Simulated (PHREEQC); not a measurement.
PHREEQC input (Pitzer model, pitzer.dat):

```
SOLUTION 1
  temp 25
  units mol/kgw
  pH 7 charge
  Cl 0.49
  K 0.31
  C(4) 0.257
  Na 0.649
  S(6) 0.021
END
USE solution 1
INCREMENTAL_REACTIONS false
REACTION 1
  H2O -1
  0 9.886 18.011 24.689 30.178 34.689 38.397 41.444
  43.949 46.007 47.699 49.089 50.232 51.172 51.944 52.578
  53.1 53.528 53.88 54.17 moles
EQUILIBRIUM_PHASES 1
  Arcanite 0 0
  Burkeite 0 0
  Glaserite 0 0
  Halite 0 0
  Kalicinite 0 0
  Mirabilite 0 0
  Misenite 0 0
  Nahcolite 0 0
  Natron 0 0
  Sylvite 0 0
  Thenardite 0 0
  Trona 0 0
SELECTED_OUTPUT 1
  -reset false
  -pH true
  -pe true
  -ionic_strength true
  -water true
  -activities H2O
  -totals C Cl K Na S
  -molalities H+ Na+ K+ Cl- CO3-2 SO4-2 OH- HCO3- CO2 HSO4-
  -equilibrium_phases Arcanite Burkeite Glaserite Halite Kalicinite Mirabilite Misenite Nahcolite Natron Sylvite
    Thenardite Trona
PRINT
  -reset false
END
```

Selected output (columns that matter, 20 of 20 rows; water left (kg) added in front):

```
water left (kg)	pH	mu	C	Cl	K	Na	S	la_H2O	Burkeite	Glaserite	Halite	Nahcolite	Sylvite	Trona
1	9.8922	1.1499	0.257	0.49	0.31	0.649	0.021	-0.01143	0	0	0	0	0	0
0.821894	9.8571	1.3991	0.31269	0.59618	0.37718	0.78964	0.025551	-0.013877	0	0	0	0	0	0
0.675515	9.8208	1.7023	0.38045	0.72537	0.45891	0.96075	0.031087	-0.016878	0	0	0	0	0	0
0.555204	9.7836	2.0712	0.46289	0.88256	0.55835	1.1689	0.037824	-0.020581	0	0	0	0	0	0
0.456315	9.7464	2.5201	0.56321	1.0738	0.67936	1.4223	0.046021	-0.025189	0	0	0	0	0	0
0.375045	9.7102	3.0663	0.68525	1.3065	0.82657	1.7305	0.055993	-0.030983	0	0	0	0	0	0
0.308241	9.6766	3.7308	0.83376	1.5897	1.0057	2.1055	0.068128	-0.038362	0	0	0	0	0	0
0.253347	9.6479	4.5392	1.0144	1.9341	1.2236	2.5617	0.08289	-0.047899	0	0	0	0	0	0
0.208217	9.6272	5.5231	1.2343	2.3533	1.4888	3.1169	0.10086	-0.060436	0	0	0	0	0	0
0.17114	9.6188	6.7196	1.5017	2.8632	1.8114	3.7922	0.12271	-0.077205	0	0	0	0	0	0
0.140368	9.7537	7.8526	1.605	3.4908	2.2085	4.3406	0.14961	-0.095871	0	0	0	0.015693	0	0.0080103
0.113833	9.8651	8.365	1.389	4.3046	2.7233	4.3983	0.18448	-0.11122	0	0	0	0	0	0.049445
0.0925334	10.114	8.937	1.2845	4.9393	2.9196	4.7496	0.17729	-0.12638	0	0.0022973	0	0	0.032951	0.06907
0.0752551	10.378	9.4176	1.3264	5.0966	2.5689	5.4458	0.18852	-0.13586	0	0.0034063	0	0	0.10646	0.078591
0.0611672	10.716	10.198	1.4691	5.2739	2.1308	6.4448	0.2098	-0.15111	0	0.0040837	0	0	0.16741	0.083568
0.0496891	10.979	10.91	1.7463	5.1107	1.9444	7.0455	0.2123	-0.15966	0	0.0052254	0.038347	0	0.19771	0.085115
0.0402605	11.196	11.621	2.1221	4.7149	1.8814	7.4488	0.20068	-0.16381	0	0.0064602	0.085303	0	0.21487	0.085782
0.0325333	11.422	12.535	2.5986	4.2253	1.7994	7.9747	0.18765	-0.16935	0	0.0074476	0.12342	0	0.22912	0.08623
0.0261805	11.656	13.72	3.2058	3.6234	1.6925	8.6701	0.17266	-0.17692	0	0.0082398	0.15417	0	0.24097	0.086535
0.0209489	11.848	14.916	3.8039	3.059	1.5869	9.384	0.1587	-0.18505	0.0038673	0.0049704	0.16407	0	0.26185	0.086723
```
